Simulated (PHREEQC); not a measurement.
**Brine**

Consider water at 20 °C with 0.0013 mol H2SO4 and 0.0485 mol K2SO4 per kg of water. Closed to the air; pH follows from the charge balance.

Equilibrium calculation in PHREEQC: ion-association model, wateq4f.dat.

This is a speciation only: nothing precipitates in the calculation.

### Question
Estimate the pH, ionic strength.

### Answer
pH 3.04; ionic strength 0.131 mol/kgw.

### Question
In which forms is K present?

### Answer
K+ 92 %, KSO4- 7.9 % of the K.

Species that the database lacks are ignored.
